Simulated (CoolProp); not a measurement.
n-heptane at 553.99 K and 0.437 MPa is compressed adiabatically to 1.68 MPa with isentropic efficiency 0.9. Each further row changes one setting.

Values from CoolProp's reference Helmholtz-energy equation of state, Span 2003. It is a short technical equation, of lower accuracy than the large ones.

```
case             work (kJ/kg)  final temperature (K)  final density (kg/m³)
---------------  ------------  ---------------------  ---------------------
as stated                63.1                  585.7                   42.1
efficiency 1             56.8                  583.6                   42.4
efficiency 0.65          87.4                  593.8                   41.0
```
